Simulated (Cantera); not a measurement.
Feed: 1 mol Al, 4.2 mol HBr, 31 mol N2, held at 0.00200 bar.

Cantera equilibrium calculation (NASA polynomials, part measured and part estimated; ideal gas, pure solids and liquids). Candidate condensed phases: Al, AlBr3, AlN, Br2; 19 gas species. The numbers say what is thermodynamically allowed, not how fast it happens.

Q: What share of the Al ends up in condensed phases as a function of T (K), at 725, 800, 875, 950, 1025, 1100, 1175, 1250, 1325, 1400?

A: 
| T (K) | Al condensed (%) | as |
|---|---|---|
| 725 | 12.3 | AlN(s) |
| 800 | 8.6 | AlN(s) |
| 875 | 5.6 | AlN(s) |
| 950 | 3.1 | AlN(s) |
| 1025 | 1.1 | AlN(s) |
| 1100 | 0.0 | - |
| 1175 | 0.0 | - |
| 1250 | 0.0 | - |
| 1325 | 0.0 | - |
| 1400 | 0.0 | - |
